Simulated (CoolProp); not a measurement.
Model: reference Helmholtz-energy equation of state, Lemmon 2006, in CoolProp. It is a short technical equation, of lower accuracy than the large ones.

Task: Give the vapour pressure (MPa), enthalpy of vaporisation (kJ/kg), liquid cp (kJ/(kg K)) of saturated carbonyl sulfide at 15.85, 34.75, 60.05 °C.

Result: 
```
T (°C)  p (MPa)  enthalpy of vaporisation (kJ/kg)  liquid cp (kJ/(kg K))
------  -------  --------------------------------  ---------------------
15.85      1.01                               255                   1.33
34.75      1.62                               234                   1.42
60.05      2.79                               197                   1.65
```
